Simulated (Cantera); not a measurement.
Feed: 1 mol BaF₂, 19 mol H₂O, 2.1 mol H₂, equilibrated at 1027 °C.

These are equilibrium values from Cantera (NASA tables, ideal gas, pure condensed phases), not measurements of a reactor. Candidate condensed phases: Ba, BaF₂, BaO, Ba(OH)₂, H₂O; 27 gas species. Mutual solubility and eutectic melting of coexisting phases are not modelled. Equilibrium is a limit: real reactors are often held back by kinetics, nucleation or transport.

log p: log10 of the partial pressure in bar; n: condensed amount in mol.

```json
[
 {"P (Pa)": "0.100", "log p H₂O": "-6.08", "log p H₂": "-7.02", "log p HF": "-7.39", "log p BaF₂": "-7.61", "n BaO(s)": "0.445", "n BaF₂(s)": "0"},
 {"P (Pa)": "0.720", "log p H₂O": "-5.22", "log p H₂": "-6.17", "log p HF": "-6.53", "log p BaF₂": "-6.75", "n BaO(s)": "0.447", "n BaF₂(s)": "0"},
 {"P (Pa)": "5.20", "log p H₂O": "-4.34", "log p H₂": "-5.29", "log p HF": "-5.94", "log p BaF₂": "-6.45", "n BaO(s)": "0.233", "n BaF₂(s)": "0.617"},
 {"P (Pa)": "37", "log p H₂O": "___", "log p H₂": "___", "log p HF": "___", "log p BaF₂": "-6.45", "n BaO(s)": "___", "n BaF₂(s)": "___"},
 {"P (Pa)": "270", "log p H₂O": "-2.62", "log p H₂": "-3.57", "log p HF": "-5.08", "log p BaF₂": "-6.45", "n BaO(s)": "0.0298", "n BaF₂(s)": "0.965"},
 {"P (Pa)": "1900", "log p H₂O": "-1.77", "log p H₂": "-2.72", "log p HF": "-4.66", "log p BaF₂": "-6.45", "n BaO(s)": "0.00947", "n BaF₂(s)": "0.987"},
 {"P (Pa)": "14000", "log p H₂O": "___", "log p H₂": "___", "log p HF": "___", "log p BaF₂": "-6.45", "n BaO(s)": "___", "n BaF₂(s)": "0.995"},
 {"P (Pa)": "100000", "log p H₂O": "-0.05", "log p H₂": "-1.00", "log p HF": "-3.72", "log p BaF₂": "-6.45", "n BaO(s)": "0", "n BaF₂(s)": "0.998"}
]
```

Problem. Some entries are withheld; supply them.

Solution. 
- 14000, log p H₂O: -0.90
- 14000, log p H₂: -1.86
- 14000, log p HF: -4.22
- 14000, n BaO(s): 0.00171
- 37, log p H₂O: -3.48
- 37, log p H₂: -4.44
- 37, log p HF: -5.51
- 37, n BaO(s): 0.0853
- 37, n BaF₂(s): 0.891
